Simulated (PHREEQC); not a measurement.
## Copper plating or etch bath (model solution)

Solution (25 °C): 0.019 mol CuSO4, 6.1e-05 mol H2SO4 and 0.00047 mol H3BO3 per kg of water. Closed to the air; pH follows from the charge balance.

The numbers come from PHREEQC with the ion-association model, phreeqc.dat.

The pH is 4.17. The ionic strength comes out as 0.0489 mol/kgw, the specific conductance is 2540 µS/cm and the total alkalinity is -0.122 meq/kg.

| species | molality | activity | log γ |
|---|---|---|---|
| SO4-2 | 0.0122 | 0.00568 | -0.333 |
| Cu+2 | 0.0122 | 0.00592 | -0.314 |
| CuSO4 | 0.00679 | 0.00687 | 0.005 |
| H3BO3 | 0.000470 | 0.000475 | 0.005 |
| H+ | 7.92e-5 | 6.77e-5 | -0.068 |
| HSO4- | 4.54e-5 | 3.74e-5 | -0.085 |

Precipitation was switched off in this run.
